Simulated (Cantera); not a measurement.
Input (Python, Cantera) and output of one run.

```python
import numpy as np
import cantera as ct

gas_names = """
    B BCL BCL2 BCL3 BH BH2 BH3 BO BOCL BO2 B2 B2O B2O2 B2O3 B3O3CL3 B3O3H3 CL CLO CL2 H HBO HBO2 HCL
    HOCL HO2 H2 H2O H2O2 H3B3O6 O OH O2 O3
""".split()
cond_names = """
    B(b) B(L) B2O3(L) B3O3H3(cr) H2O(s) H2O(L)
""".split()


# ... load() reads the species with a 1 bar reference pressure and builds the phases ...
atoms = {
    'BCl3': {'B': 1, 'CL': 3},
    'O2': {'O': 2},
    'H2': {'H': 2},
    'H2O': {'H': 2, 'O': 1},
}
top_T = {}  # K; cautious upper limits of use, not melting points


# ... equilibrate(T, P, feed) seeds the gas with the atoms and calls Mixture.equilibrate('TP', solver="vcs", rtol=1e-11, max_steps=5000) ...
results = []
feed = {'BCl3': 1, 'O2': 0.086, 'H2': 1.2, 'H2O': 7.5}  # mol
T = 1575  # K
for P in [10, 28, 77, 220, 600, 1700, 4600, 13000, 36000, 100000]:
    mix = equilibrate(T, P, feed)
    results.append((T, P, feed, dict(zip(mix.species_names, mix.species_moles))))

top = {s: max(r[3][s] / sum(r[3][g] for g in gas_names) for r in results) for s in gas_names}
cols = sorted((s for s in top if top[s] > 1e-05), key=lambda s: -top[s])[:5]
seen = [c for c in cond_names if any(r[3].get(c, 0) > 1e-12 for r in results)]
print("log10 of partial pressures in bar; condensed amounts in mol")
print(f"{'P/Pa':>10s}" + "".join(f"{s[:9]:>10s}" for s in cols + seen))
for T, P, feed, n in results:
    ng = sum(n[g] for g in gas_names)
    print(f"{P:10.4g}" + "".join(f"{np.log10(max(n[s] / ng * P / 1e5, 1e-99)):10.3f}" for s in cols)
          + "".join(f"{n.get(c, 0):10.4g}" for c in seen))
```

Result:

```
log10 of partial pressures in bar; condensed amounts in mol
      P/Pa       H2O       HCL        H2      HBO2        CL   B2O3(L)
        10    -4.276    -4.558    -5.014    -5.038    -6.532         0
        28    -3.829    -4.109    -4.568    -4.590    -6.306         0
        77    -3.389    -3.668    -4.130    -4.150    -6.084         0
       220    -2.933    -3.211    -3.674    -3.694    -5.855         0
       600    -2.497    -2.775    -3.239    -3.258    -5.637         0
      1700    -2.045    -2.322    -2.787    -2.806    -5.410         0
      4600    -1.612    -1.890    -2.354    -2.375    -5.194         0
   1.3e+04    -1.161    -1.438    -1.903    -1.929    -4.968         0
   3.6e+04    -0.697    -0.988    -1.453    -1.690    -4.743    0.1842
     1e+05    -0.240    -0.539    -1.004    -1.462    -4.518    0.2935
```

Equilibrium computed with Cantera from the NASA thermochemical tables; the gas is ideal and each condensed phase is pure. The tables' values for BOCl are old estimates; treat these amounts as uncertain. Gases not in the tables: H3BO3.
